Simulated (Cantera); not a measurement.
Feed: 1 mol CO2, 1.2 mol H2, at 3123 K and 13.3 mbar.

These are equilibrium values from Cantera (NASA tables, ideal gas, pure condensed phases), not measurements of a reactor. Candidate condensed phases: C, C6H6, C7H8, C8H18, H2O; 110 gas species. Rates play no part.

Base state: H 0.454, CO 0.250, O 0.176, H2 0.0533, OH 0.0342, O2 0.0144, H2O 0.0111, CO2 0.00678 (mole fractions); condensed: gas only.

Question: What changes in the equilibrium state with this change: 0.33 mol NH3 added?

Answer: 
```csv
species,before,after
H,0.454,0.507
CO,0.250,0.200
O,0.176,0.139
N2,0,0.0325
O2,0.0144,0.00888
H2,0.0533,0.0664
OH,0.0342,0.0301
H2O,0.0111,0.0108
NO,0,0.00230
N,0,4.66e-5
```
